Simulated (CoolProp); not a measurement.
Saturation properties of R152A.

Values from CoolProp's reference Helmholtz-energy equation of state, Outcalt 1996. It is a modified Benedict-Webb-Rubin equation, recast in Helmholtz form.

```tsv
T (K)	p (MPa)	vapour Z	surface tension (mN/m)	vapour viscosity (µPa s)	liquid conductivity (mW/(m K))
179.4	0.001078	0.9984	27.3	6.61	165
193.1	0.003576	0.9960	25.1	7.12	156
206.8	0.009868	0.9916	23.0	[?]	148
220.5	0.02352	0.9844	20.9	8.16	[?]
234.2	0.04983	0.9736	18.8	8.68	132
247.9	0.09593	0.9587	16.8	9.21	125
261.6	0.1708	0.9390	14.8	9.74	118
275.3	0.2850	0.9143	12.8	10.3	111
289	0.4506	0.8840	10.9	10.8	105
302.7	0.6810	0.8477	[?]	11.4	99.1
316.4	0.9908	0.8049	7.33	[?]	93.1
```

Problem. What belongs in the gaps?

Solution. 
- 206.8, vapour viscosity (µPa s): 7.64
- 220.5, liquid conductivity (mW/(m K)): 140
- 302.7, surface tension (mN/m): 9.10
- 316.4, vapour viscosity (µPa s): 12.0

It boils at 249.1 K under 1 atm.

Viscosity comes from a separate model (Bell 2016), an estimate that may be off by 10 % or more. Thermal conductivity comes from a separate model (Krauss 1996). Surface tension comes from a separate correlation (Mulero 2012).
